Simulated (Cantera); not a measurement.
Feed: 1 mol Si2H6, 0.011 mol Cl2, 26 mol H2, 2.6 mol HCl, equilibrated at 1.00 bar.

These are equilibrium values from Cantera (NASA tables, ideal gas, pure condensed phases), not measurements of a reactor. Candidate condensed phases: Si; 19 gas species. The feed counts by its element totals alone. Gases not in the tables: Si2H6 and higher silanes. Rates play no part.

Problem. Which condensed phases are stable at each of these points (T (°C)): 700, 800, 900, 1000, 1100, 1200, 1300, 1400, 1500?

Solution. 
```json
[
 {"T (°C)": "700", "condensed phases": "Si(s)", "Si condensed (%)": "64.0"},
 {"T (°C)": "800", "condensed phases": "Si(s)", "Si condensed (%)": "66.7"},
 {"T (°C)": "900", "condensed phases": "Si(s)", "Si condensed (%)": "70.5"},
 {"T (°C)": "1000", "condensed phases": "Si(s)", "Si condensed (%)": "74.5"},
 {"T (°C)": "1100", "condensed phases": "Si(s)", "Si condensed (%)": "77.6"},
 {"T (°C)": "1200", "condensed phases": "Si(s)", "Si condensed (%)": "79.1"},
 {"T (°C)": "1300", "condensed phases": "Si(s)", "Si condensed (%)": "79.5"},
 {"T (°C)": "1400", "condensed phases": "Si(s)", "Si condensed (%)": "79.3"},
 {"T (°C)": "1500", "condensed phases": "Si(l)", "Si condensed (%)": "80.6"}
]
```

From 700 °C to 1400 °C the condensed part is Si(s). At 1500 °C the condensed part is Si(l).
